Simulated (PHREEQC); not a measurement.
A PHREEQC input (ion-association model, phreeqc.dat):

```
SOLUTION 1
  temp 69
  units M
  pH 6.69
  pe 9.9
  Na 136
  K 7.07
  Ca 6.4
  Mg 8.21
  Cl 68.8
  S(6) 50.9 as SO4
  Alkalinity 253 as HCO3
  Si 0.186 as SiO2
END
USE solution 1
EQUILIBRIUM_PHASES 1
  Chalcedony 0 0
  CO2(g) -2.5 10
END
```

It stops with these messages:

```
ERROR: Calculations terminating due to input errors.
```

The fault: a unit that the program doesn't know. The line should read `units mg/L` where the input has `units M`. With the mend the run ends at pH 8.19 and ionic strength 0.00783 mol/kgw.
